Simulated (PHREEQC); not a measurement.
Make-up at 25 °C: 0.068 mmol/kgw Ag2SO4 and 120 mmol/kgw HF. Closed to the air; pH follows from the charge balance.

The numbers come from PHREEQC with the ion-association model, wateq4f.dat.

Q: The ionic strength comes out as 0.00918 mol/kgw. What activity coefficients do HF2-, HSO4-, H+, SO4-2, Ag+ get?

A: HF2- 0.90, HSO4- 0.91, H+ 0.92, SO4-2 0.68, Ag+ 0.91.

No solid was allowed to form. wateq4f.dat counts part of the HF as a dimer, H2F2, which phreeqc.dat doesn't know; its constant is uncertain.
